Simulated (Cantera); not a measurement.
A closed system holds: 1 mol trisilylamine, 0.11 mol NH3, 35 mol N2, equilibrated at 1823 K.

These are equilibrium values from Cantera (NASA tables, ideal gas, pure condensed phases), not measurements of a reactor. Candidate condensed phases: Si, Si3N4; 18 gas species. The feed counts by its element totals alone. Rates play no part.

Q: Which condensed phases are stable at each of these points (P (Pa)): 5, 15, 45, 140, 410, 1200, 3700, 11000, 33000, 100000?

A: 
```tsv
P (Pa)	condensed phases	Si condensed (%)
5	gas only	0.0
15	Si(l)	57.3
45	Si(l)	85.9
140	Si(l)	95.4
410	Si(l)	98.3
1200	Si(l)	99.4
3700	Si3N4(s)	99.9
11000	Si3N4(s)	100.0
33000	Si3N4(s)	100.0
100000	Si3N4(s)	100.0
```

At 5.00 Pa nothing is condensed. From 15.0 Pa to 12.0 mbar the condensed part is Si(l). From 37.0 mbar to 1.00 bar the condensed part is Si3N4(s).
